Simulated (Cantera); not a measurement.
Input: 1 mol Si, 2.6 mol H₂O, 38 mol CO, at 1 atm.

Cantera equilibrium calculation (NASA polynomials, part measured and part estimated; ideal gas, pure solids and liquids). Candidate condensed phases: C, C₆H₆, C₇H₈, C₈H₁₈, H₂O, Si, SiC, SiO₂; 123 gas species. Rates play no part.

log p: log10 of the partial pressure in bar; n: condensed amount in mol.

| T (K) | log p CO | log p CO₂ | log p H₂ | log p H₂O | log p CH₄ | log p HCHO (formaldehyde) | n C(graphite) | n SiO₂(β-quartz) |
|---|---|---|---|---|---|---|---|---|
| 898 | -0.50 | -0.23 | -1.25 | -1.34 | -2.99 | -7.97 | ___ | 1.00 |
| 923 | -0.39 | -0.29 | -1.22 | -1.43 | -3.08 | -7.85 | ___ | 1.00 |
| 948 | -0.31 | -0.37 | -1.21 | -1.53 | -3.18 | -7.75 | ___ | 1.00 |
| 973 | -0.23 | -0.47 | -1.20 | -1.64 | -3.29 | -7.68 | ___ | 1.00 |
| 998 | -0.18 | -0.58 | -1.20 | -1.76 | -3.40 | -7.63 | ___ | 1.00 |
| 1023 | -0.13 | -0.71 | -1.20 | -1.89 | -3.52 | -7.59 | ___ | 1.00 |
| 1048 | -0.10 | -0.85 | -1.20 | -2.02 | -3.63 | -7.56 | ___ | 1.00 |
| 1073 | -0.07 | -1.00 | -1.20 | -2.16 | -3.73 | -7.55 | ___ | 1.00 |
| 1098 | -0.06 | -1.16 | -1.20 | -2.29 | -3.83 | -7.54 | ___ | 1.00 |
| 1123 | -0.05 | -1.31 | -1.20 | -2.43 | -3.93 | -7.53 | ___ | 1.00 |

Task: Fill in the missing entries.

Result: 
- 898, n C(graphite): 15.3
- 923, n C(graphite): 13.9
- 948, n C(graphite): 12.2
- 973, n C(graphite): 10.3
- 998, n C(graphite): 8.33
- 1023, n C(graphite): 6.43
- 1048, n C(graphite): 4.73
- 1073, n C(graphite): 3.33
- 1098, n C(graphite): 2.23
- 1123, n C(graphite): 1.42
